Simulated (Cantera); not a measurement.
Input (Python, Cantera):

```python
import numpy as np
import cantera as ct

gas = ct.Solution("gri30.yaml")
gas.TPX = 550, 32000, {'CH4': 1, 'H2': 0.074, 'O2': 3, 'N2': 11.3}
flame = ct.FreeFlame(gas, width=0.089)
flame.set_refine_criteria(ratio=3, slope=0.08, curve=0.16)
flame.transport_model = "mixture-averaged"
flame.solve(loglevel=0, auto=True)
z, T = flame.grid, flame.T
thick = (T[-1] - T[0]) / np.gradient(T, z).max()
show = ['CH4', 'H2', 'O2', 'CH2O', 'CH2CO', 'HCO']
print(f"laminar burning velocity  {flame.velocity[0] * 100:.3f} cm/s")
print(f"burnt temperature         {T[-1]:.1f} K")
print(f"thermal thickness         {thick * 1e3:.4f} mm")
print(f"grid points               {len(z)}")
z0 = z[flame.heat_release_rate.argmax()]
print(f"{'z/mm':>9s}{'T/K':>9s}{'u/(m/s)':>9s}" + "".join(f"{s:>11s}" for s in show))
rows = []
for k in (-3, -2, -1.5, -1, -0.5, -0.25, 0, 0.25, 0.5, 1, 2, 4, 8):
    zz = z0 + k * thick
    rows.append([k * thick, np.interp(zz, z, T), np.interp(zz, z, flame.velocity),
                 *(np.interp(zz, z, flame.X[gas.species_index(s)]) for s in show)])
    print(f"{rows[-1][0] * 1e3:9.3f}{rows[-1][1]:9.1f}{rows[-1][2]:9.3f}" + "".join(f"{x:11.3e}" for x in rows[-1][3:]))
```

Result:

```
laminar burning velocity  101.981 cm/s
burnt temperature         1991.2 K
thermal thickness         1.1019 mm
grid points               132
     z/mm      T/K  u/(m/s)        CH4         H2         O2       CH2O      CH2CO        HCO
   -3.306    550.1    1.020  6.502e-02  5.101e-03  1.951e-01  5.527e-08  2.843e-11  5.142e-18
   -2.204    551.2    1.023  6.491e-02  5.692e-03  1.949e-01  1.094e-06  7.448e-10  1.029e-14
   -1.653    555.6    1.032  6.458e-02  6.423e-03  1.945e-01  6.855e-06  6.488e-09  1.656e-12
   -1.102    591.9    1.102  6.239e-02  7.931e-03  1.919e-01  6.274e-05  1.266e-07  8.082e-10
   -0.551    861.9    1.618  4.697e-02  1.068e-02  1.711e-01  3.844e-04  4.269e-06  3.426e-07
   -0.275   1182.4    2.235  2.717e-02  1.201e-02  1.411e-01  6.908e-04  2.039e-05  7.614e-06
    0.000   1500.7    2.853  7.318e-03  1.111e-02  1.040e-01  5.534e-04  2.963e-05  3.582e-05
    0.275   1633.2    3.106  7.182e-04  7.701e-03  8.215e-02  9.619e-05  5.701e-06  1.225e-05
    0.551   1672.5    3.172  4.253e-05  5.827e-03  7.418e-02  6.534e-06  3.302e-07  1.014e-06
    1.102   1718.5    3.243  1.665e-07  5.217e-03  6.918e-02  2.799e-08  9.176e-10  1.362e-08
    2.204   1778.6    3.340  1.450e-11  4.705e-03  6.633e-02  6.916e-12  6.502e-14  4.203e-09
    4.407   1846.0    3.453  7.777e-18  3.529e-03  6.475e-02  2.118e-12  5.517e-20  1.708e-09
    8.815   1907.9    3.554  6.300e-20  2.186e-03  6.365e-02  8.914e-13  1.483e-22  4.975e-10
```

Computed with Cantera and GRI-Mech 3.0 (53 species, 325 reactions). Burning velocities carry a grid error of a few per cent, more on coarse grids.
